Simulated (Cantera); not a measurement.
Charge: 1 mol CH3Cl, 4.6 mol H2, held at 3450 K and 7.50 Torr.

These are equilibrium values from Cantera (NASA tables, ideal gas, pure condensed phases), not measurements of a reactor. Candidate condensed phases: C, C6H6, C7H8, C8H18; 91 gas species. Kinetics and transport are ignored.

Base state: H 0.850, Cl 0.0710, C 0.0340, H2 0.0261, C3 0.00853, C2 0.00581, HCl 0.00328, C2H 0.00130 (mole fractions); condensed: gas only.

Task: What changes in the equilibrium state with this change: H2 from 4.6 to 1 mol?

Result: 
```tsv
species	before	after
H	0.850	0.734
Cl	0.0710	0.150
C	0.0340	0.0491
C3	0.00853	0.0257
C2	0.00581	0.0121
H2	0.0261	0.0195
C5	1.35e-5	8.51e-5
C4	1.45e-5	6.31e-5
CCl	5.27e-6	1.61e-5
```
The tables' values for CCl are old estimates; treat these amounts as uncertain.
